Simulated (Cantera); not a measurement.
An adiabatic, constant-volume homogeneous reactor starts with CH₄ : O₂ : N₂ : CO₂ = 1 : 0.952 : 3.58 : 1.3 (molar parts), at 1448 K and 1.00 atm. Integrator tolerance rtol = 1e-08.

Detailed kinetics in Cantera: GRI-Mech 3.0 (53 species, 325 reactions).

### Question
What does this change do: pressure from 1.00 atm to 10.9 atm?

### Answer
```csv
quantity,before,after
time of steepest temperature rise,3.87 ms,0.550 ms
temperature at 0.300 s,2377 K,2398 K
equilibrium temperature,2377 K,2398 K
x(CH₄) at 0.300 s,6.55e-12 (gas-phase equilibrium 7.33e-12),7.28e-10 (gas-phase equilibrium 7.97e-10)
x(O₂) at 0.300 s,4.01e-5 (gas-phase equilibrium 4.01e-5),4.64e-6 (gas-phase equilibrium 4.64e-6)
x(CO₂) at 0.300 s,0.0933 (gas-phase equilibrium 0.0933),0.0932 (gas-phase equilibrium 0.0932)
x(CH₂) at 0.300 s,<1e-12 (gas-phase equilibrium <1e-12),3.75e-12 (gas-phase equilibrium 4.05e-12)
x(CH₂O) at 0.300 s,1.02e-8 (gas-phase equilibrium 1.02e-8),1.12e-7 (gas-phase equilibrium 1.12e-7)
x(CH₃) at 0.300 s,4.81e-12 (gas-phase equilibrium 5.38e-12),1.78e-10 (gas-phase equilibrium 1.94e-10)
x(OH) at 0.300 s,0.00131 (gas-phase equilibrium 0.00131),0.000453 (gas-phase equilibrium 0.000453)
```
